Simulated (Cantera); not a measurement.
Feed: 1 mol SiCl₄, 4.8 mol H₂, equilibrated at 7.00 bar.

Equilibrium computed with Cantera from the NASA thermochemical tables; the gas is ideal and each condensed phase is pure. Candidate condensed phases: Si; 19 gas species. The tables' values for SiCl₃ are old estimates; treat these amounts as uncertain. Kinetics and transport are ignored.

x: gas mole fraction; nothing condenses.

| T (K) | x H₂ | x SiCl₄ | x HCl | x SiHCl₃ | x SiCl₃ | x SiCl₂ |
|---|---|---|---|---|---|---|
| 550 | 0.827 | 0.171 | 0.00104 | 0.00104 | 1.93e-10 | <1e-12 |
| 650 | 0.824 | 0.169 | 0.00337 | 0.00336 | 2.33e-8 | ? |
| 750 | 0.820 | 0.165 | 0.00784 | 0.00779 | 7.67e-7 | ? |
| 850 | 0.813 | 0.158 | 0.0147 | 0.0145 | 1.09e-5 | ? |
| 950 | 0.804 | 0.149 | 0.0238 | 0.0230 | 8.58e-5 | ? |
| 1050 | 0.793 | 0.138 | 0.0349 | 0.0326 | 0.000444 | ? |
| 1150 | 0.780 | 0.127 | 0.0477 | 0.0420 | 0.00167 | ? |
| 1250 | 0.765 | 0.113 | 0.0628 | 0.0492 | 0.00479 | ? |
| 1350 | 0.748 | 0.0984 | 0.0820 | 0.0514 | 0.0108 | ? |

### Question
Fill in the missing entries.

### Answer

- 650, x SiCl₂: 2.06e-12
- 750, x SiCl₂: 6.60e-10
- 850, x SiCl₂: 5.30e-8
- 950, x SiCl₂: 1.65e-6
- 1050, x SiCl₂: 2.59e-5
- 1150, x SiCl₂: 0.000240
- 1250, x SiCl₂: 0.00145
- 1350, x SiCl₂: 0.00586
